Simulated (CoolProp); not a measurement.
Vapour-liquid equilibrium of R125 (1) + R134a (2) at 281.4 K; x and y are mole fractions of (1).

Computed with CoolProp (multi-fluid Helmholtz-energy mixture model, Lemmon 2005 and Tillner-Roth 1994; pair parameters Lemmon 2004).

| x | bubble pressure, mixture model (kPa) | bubble pressure, Raoult's law (kPa) | y, mixture model | y, Raoult's law |
|---|---|---|---|---|
| 0.05 | 415.5 | 414.5 | 0.099 | 0.104 |
| 0.125 | 452.0 | 449.9 | 0.228 | 0.240 |
| 0.2 | 488.0 | 485.3 | 0.338 | 0.356 |
| 0.275 | 523.6 | 520.8 | 0.433 | 0.456 |
| 0.35 | 558.9 | 556.2 | 0.517 | 0.543 |
| 0.425 | 593.9 | 591.6 | 0.592 | 0.620 |
| 0.5 | 628.8 | 627.0 | 0.659 | 0.688 |
| 0.575 | 663.6 | 662.4 | 0.721 | 0.749 |
| 0.65 | 698.4 | 697.8 | 0.778 | 0.804 |
| 0.725 | 733.3 | 733.2 | 0.830 | 0.853 |
| 0.8 | 768.3 | 768.7 | 0.880 | 0.898 |
| 0.875 | 803.5 | 804.1 | 0.927 | 0.939 |
| 0.95 | 839.1 | 839.5 | 0.971 | 0.977 |

The largest gap from Raoult's law is +0.5 % in bubble pressure, at x = 0.275. No azeotrope shows between x = 0.05 and 0.95.

Pair parameters are fitted to limited data, so mixtures are less certain than the pure fluids.
